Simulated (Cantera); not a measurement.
## Premixed flame

A freely propagating, adiabatic, planar premixed flame of H2 : O2 : N2 : H2O = 1 : 0.333 : 1.25 : 0.2 (molar parts), equivalence ratio 1.5, unburnt at 573 K and 13300 Pa; mixture-averaged transport, grid criteria slope 0.08 and curve 0.16, no radiation.

Cantera simulation using the H2/O2 subset of GRI-Mech 3.0, which has no nitrogen chemistry; the numbers are that mechanism's predictions, not measurements. Burning velocities carry a grid error of a few per cent, more on coarse grids.

```csv
z (mm),T (K),u (m/s),x H2,x O2,x H2O,x H,x O,x H2O2
-17.8,573,6.00,0.359,0.120,0.0719,<1e-8,<1e-8,<1e-8
-11.9,573,6.00,0.359,0.120,0.0719,<1e-8,<1e-8,<1e-8
-8.90,573,6.00,0.359,0.120,0.0719,<1e-8,<1e-8,<1e-8
-5.93,573,6.00,0.359,0.120,0.0719,6.41e-8,<1e-8,<1e-8
-2.97,579,6.05,0.358,0.120,0.0723,0.000196,4.94e-6,6.57e-7
-1.48,702,7.26,0.338,0.116,0.0837,0.00729,0.000166,1.37e-6
0,1080,10.9,0.215,0.0755,0.172,0.0646,0.00461,4.52e-7
1.48,1343,13.3,0.110,0.0172,0.282,0.106,0.00701,5.75e-7
2.97,1446,14.3,0.102,0.00945,0.298,0.101,0.00646,5.16e-7
5.93,1563,15.3,0.107,0.00775,0.303,0.0876,0.00596,3.78e-7
11.9,1693,16.4,0.113,0.00621,0.309,0.0718,0.00505,2.22e-7
23.7,1828,17.5,0.119,0.00452,0.317,0.0561,0.00383,1.17e-7
47.5,1959,18.6,0.123,0.00291,0.325,0.0414,0.00253,6.03e-8
```
x: mole fraction of selected species; z is measured from the peak of heat release.

```json
{
  "laminar_burning_velocity": "600 cm/s",
  "thermal_thickness": "5.93 mm",
  "peak x(H)": "0.106",
  "peak x(O)": "0.00723",
  "peak x(H2O2)": "1.60e-6",
  "grid_points": "146"
}
```
